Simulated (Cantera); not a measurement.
Source: NASA polynomial tables (part measured, part estimated), evaluated in Cantera. Values are per mole of reaction as written; species without (g) are pure solids or liquids, kept so even where they would boil at 1 bar.

2 Na2SO4 ⇌ S2(g) + 8 O(g) + 4 Na(g)

```csv
T (K),ΔH° (kJ),ΔS° (J/K),ΔG° (kJ),log10 K
2775,5028.6,1586.6,625.7,-11.78
2825,…,…,…,…
2875,…,…,…,…
2925,5013.4,1581.3,388.1,-6.93
2975,…,…,…,…
```

Question: What belongs in the gaps?

Answer: 
- 2825, ΔH° (kJ): 5023.5
- 2825, ΔS° (J/K): 1584.8
- 2825, ΔG° (kJ): 546.4
- 2825, log10 K: -10.10
- 2875, ΔH° (kJ): 5018.5
- 2875, ΔS° (J/K): 1583.0
- 2875, ΔG° (kJ): 467.2
- 2875, log10 K: -8.49
- 2975, ΔH° (kJ): 5008.4
- 2975, ΔS° (J/K): 1579.6
- 2975, ΔG° (kJ): 309.1
- 2975, log10 K: -5.43
